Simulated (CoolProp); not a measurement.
Hexamethyldisiloxane (MM) along the isobar 0.617 MPa: density (kg/m³) from the reference equation and from simpler models built on Tc = 518.7 K, pc = 1.931 MPa, ω = 0.418; each cubic takes its own stable root.

Computed with CoolProp (reference Helmholtz-energy equation of state, Thol 2016).

```json
[
 {"T (K)": "259.9", "phase": "liquid", "reference": "799.9"},
 {"T (K)": "271.7", "phase": "liquid", "reference": "787.9"},
 {"T (K)": "283.6", "phase": "liquid", "reference": "775.6"},
 {"T (K)": "295.5", "phase": "liquid", "reference": "763.3"},
 {"T (K)": "307.4", "phase": "liquid", "reference": "750.7"},
 {"T (K)": "319.3", "phase": "liquid", "reference": "738.0"},
 {"T (K)": "331.1", "phase": "liquid", "reference": "725.2"},
 {"T (K)": "343", "phase": "liquid", "reference": "712.0"},
 {"T (K)": "354.9", "phase": "liquid", "reference": "698.5"},
 {"T (K)": "366.8", "phase": "liquid", "reference": "684.7"},
 {"T (K)": "378.6", "phase": "liquid", "reference": "670.5"},
 {"T (K)": "390.5", "phase": "liquid", "reference": "655.7"},
 {"T (K)": "402.4", "phase": "liquid", "reference": "640.2"},
 {"T (K)": "414.3", "phase": "liquid", "reference": "623.9"},
 {"T (K)": "426.1", "phase": "liquid", "reference": "606.7"},
 {"T (K)": "438", "phase": "liquid", "reference": "588.1"}
]
```

How far does each simpler model (Redlich-Kwong, Soave-Redlich-Kwong, Peng-Robinson) lie from the reference over these 16 states: mean and median of the absolute difference, and the worst?


- Redlich-Kwong: mean 17.5 %, median 11.8 %, worst -94.1 % at 438 K and 0.617 MPa
- Soave-Redlich-Kwong: mean 7.2 %, median 6.9 %, worst -9.2 % at 438 K and 0.617 MPa
- Peng-Robinson: mean 4.9 %, median 5.1 %, worst +5.8 % at 366.8 K and 0.617 MPa

At some of these states Redlich-Kwong gives the other phase, because its saturation line lies elsewhere.
